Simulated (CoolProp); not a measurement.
50 sccm (0 °C, 1 atm) of nitrogen bubbles through liquid octamethyltrisiloxane (MDM) at 336.7 K and leaves saturated at a total pressure of 0.106 MPa (ideal gas phase). Each further row changes one setting.

The numbers come from the reference Helmholtz-energy equation of state, Thol 2017 in CoolProp.

| case | vapour pressure (kPa) | mole fraction of vapour | delivery (mg/min) | delivery (sccm) | change of delivery for a bath 1 K warmer (%) |
|---|---|---|---|---|---|
| as stated | 4.33 | 0.0409 | 22.5 | 2.13 | 5.1 |
| bath temperature 341.7 K | 5.48 | 0.0517 | 28.8 | 2.73 | 5.0 |
| total pressure 0.212 MPa | 4.33 | 0.0204 | 11.0 | 1.04 | 5.0 |
